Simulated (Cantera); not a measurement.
Input: 1 mol SiH4, 3 mol HCl, 4.8 mol N2, held at 20.3 Torr.

Equilibrium computed with Cantera from the NASA thermochemical tables; the gas is ideal and each condensed phase is pure. Candidate condensed phases: NH4Cl, Si, Si3N4; 28 gas species. N2 is the only nitrogen source here; it is nearly inert below about 1500 K, so the nitride shown seldom forms there in practice. Equilibrium is a limit: real reactors are often held back by kinetics, nucleation or transport.

Question: What share of the Si ends up in condensed phases as a function of T (K), at 825, 875, 925, 975, 1025, 1075, 1125, 1175, 1225, 1275, 1325, 1375, 1425?

Answer: 
```csv
T (K),Si condensed (%),as
825,81.6,Si3N4(s)
875,83.6,Si3N4(s)
925,85.2,Si3N4(s)
975,86.7,Si3N4(s)
1025,87.9,Si3N4(s)
1075,88.9,Si3N4(s)
1125,89.7,Si3N4(s)
1175,90.4,Si3N4(s)
1225,90.8,Si3N4(s)
1275,90.7,Si3N4(s)
1325,90.0,Si3N4(s)
1375,88.2,Si3N4(s)
1425,84.4,Si3N4(s)
```
